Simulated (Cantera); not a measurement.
An isothermal, constant-pressure homogeneous reactor starts with C2H6 : N2 = 1 : 6.6 (molar parts), at 1523 K and 100.0 Torr. Integrator tolerance rtol = 1e-08.

Computed with Cantera and GRI-Mech 3.0 (53 species, 325 reactions). GRI-Mech 3.0 stops at C3 and has no aromatics, soot or wall deposition, so with more carbon than oxygen in the feed, carbon stays in small species such as C2H2 where larger ones or solid carbon would form.

Problem. What does this change do: N2 6.6 to 2.4 parts?

Solution. 
```json
[
 {"quantity": "x(C2H6) at 20.0 s", "before": "2.85e-7 (gas-phase equilibrium 6.80e-8)", "after": "8.49e-7 (gas-phase equilibrium 4.78e-7)"},
 {"quantity": "x(H2) at 20.0 s", "before": "0.201 (gas-phase equilibrium 0.206)", "after": "0.358 (gas-phase equilibrium 0.362)"},
 {"quantity": "x(CH2) at 20.0 s", "before": "1.60e-9 (gas-phase equilibrium 6.63e-10)", "after": "1.90e-9 (gas-phase equilibrium 1.32e-9)"},
 {"quantity": "x(C2H4) at 20.0 s", "before": "0.000616 (gas-phase equilibrium 0.000342)", "after": "0.00194 (gas-phase equilibrium 0.00136)"},
 {"quantity": "x(CH3) at 20.0 s", "before": "1.36e-5 (gas-phase equilibrium 5.53e-6)", "after": "2.13e-5 (gas-phase equilibrium 1.46e-5)"},
 {"quantity": "x(CH4) at 20.0 s", "before": "0.00489 (gas-phase equilibrium 0.00194)", "after": "0.0100 (gas-phase equilibrium 0.00683)"}
]
```
